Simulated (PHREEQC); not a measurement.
Make-up at 25 °C: 0.038 mol/kgw CuSO4, 3.1e-05 mol/kgw H2SO4 and 0.038 mol/kgw NaCl. Closed to the air; pH follows from the charge balance.

Computed with PHREEQC (ion-association model, wateq4f.dat).

```csv
quantity,before,after
pH,4.44,5.48
ionic strength (mol/kgw),0.131,0.00182
Cu+2 (mol/kgw),0.0236,0.000359
SO4-2 (mol/kgw),0.0230,0.000361
CuSO4 (mol/kgw),0.0135,1.82e-5
SI of Atacamite (Cu2(OH)3Cl),+0.31,-1.39
SI of Tenorite (CuO),-0.79,-0.19
```

### Question
Which change was made?
(A) H2SO4 from 3.1e-05 to 6.2e-06 mol/kgw
(B) 0.0033 mol/kgw MgCl2 added
(C) CuSO4 from 0.038 to 0.38 mol/kgw
(D) diluted 100-fold with water
(E) 0.002 mol/kgw KOH added

### Answer
D, diluted 100-fold with water

This is a speciation only: nothing precipitates in the calculation. Some of these states are supersaturated (in Antlerite, Brochantite, for instance).
